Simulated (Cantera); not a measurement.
An adiabatic, constant-pressure homogeneous reactor starts with CO : H2 : O2 : N2 = 1 : 0.29 : 1.56 : 7.8 (molar parts), equivalence ratio 0.41, at 1523 K and 5.00 bar.

Model: GRI-Mech 3.0 (53 species, 325 reactions), integrated in Cantera. The hydrogen kinetics of GRI-Mech 3.0 are dated; newer H2 mechanisms differ, most at raised pressure.

Task: Predict: time of steepest temperature rise; temperature at 2.00 s; equilibrium temperature; x(CO) at 2.00 s; x(H2) at 2.00 s; x(O2) at 2.00 s; x(NO) at 2.00 s; x(OH) at 2.00 s.

Result: 
- time of steepest temperature rise = 6.79 µs
- temperature at 2.00 s = 2367 K
- equilibrium temperature = 2367 K
- x(CO) at 2.00 s = 0.00260 (gas-phase equilibrium 0.00260)
- x(H2) at 2.00 s = 0.000127 (gas-phase equilibrium 0.000127)
- x(O2) at 2.00 s = 0.0858 (gas-phase equilibrium 0.0858)
- x(NO) at 2.00 s = 0.0114 (gas-phase equilibrium 0.0114)
- x(OH) at 2.00 s = 0.00261 (gas-phase equilibrium 0.00261)
